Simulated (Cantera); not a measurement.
An isothermal plug-flow reactor at 900 K and 190000 Pa (inlet), inlet velocity 2.8 m/s, active area per volume 5500 1/m; feed H2 : O2 : N2 = 0.025 : 0.068 : 0.79 (molar parts), equivalence ratio 0.18.

Cantera simulation using Deutschmann's 1995 Pt surface mechanism with GRI-Mech 3.0 gas chemistry; the numbers are that mechanism's predictions, not measurements. Catalytic surfaces can have several steady states; this one follows from the mechanism file's or the stated starting coverage. Mass transfer to the wall is taken as infinitely fast.

x: gas mole fraction; θ: surface coverage.

```tsv
z (m)	x H2	x O2	x H2O	θ free Pt	θ O*	θ OH*
0.00012	(withheld)	0.0652	0.0256	0.137	0.858	0.00515
0.00024	(withheld)	0.0643	0.0276	0.107	0.888	0.00473
0.00046	(withheld)	0.0639	0.0285	0.0969	0.899	0.00456
0.00089	(withheld)	0.0638	0.0287	0.0946	0.901	0.00452
0.0017	(withheld)	0.0638	0.0287	0.0945	0.901	0.00452
0.0033	5.97e-12	0.0638	0.0287	0.0945	0.901	0.00452
0.0064	5.11e-12	0.0638	0.0287	0.0945	0.901	0.00452
0.012	5.11e-12	0.0638	0.0287	0.0945	0.901	0.00452
```

Question: Fill in the missing entries.

Answer: 
- 0.00012, x H2: 0.00304
- 0.00024, x H2: 0.00110
- 0.00046, x H2: 0.000222
- 0.00089, x H2: 1.16e-5
- 0.0017, x H2: 4.64e-8
